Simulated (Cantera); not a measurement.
Feed: 1 mol c-C₄F₈, 2.8 mol HCl, 2.2 mol H₂, held at 777 °C and 9.00 Pa.

Equilibrium computed with Cantera from the NASA thermochemical tables; the gas is ideal and each condensed phase is pure. Candidate condensed phases: C, C₆H₆, C₇H₈, C₈H₁₈; 118 gas species. The feed counts by its element totals alone. Gases not in the tables: C₂F₆ and larger saturated fluorocarbons. The numbers say what is thermodynamically allowed, not how fast it happens.

Base state: HF 0.660, HCl 0.189, CF₄ 0.0703, Cl₂ 0.0601, Cl 0.0205, CClF₃ 0.000562 (mole fractions); condensed: C(graphite).

### Question
What changes in the equilibrium state with this change: H₂ from 2.2 to 0.16 mol?

### Answer
```tsv
species	before	after
HF	0.660	0.413
CF₄	0.0703	0.250
Cl₂	0.0601	0.160
Cl	0.0205	0.0334
HCl	0.189	0.141
CCl₂F₂	5.40e-6	2.71e-5
CClF₃	0.000562	0.00237
C(graphite), mol	3.40	2.58
```
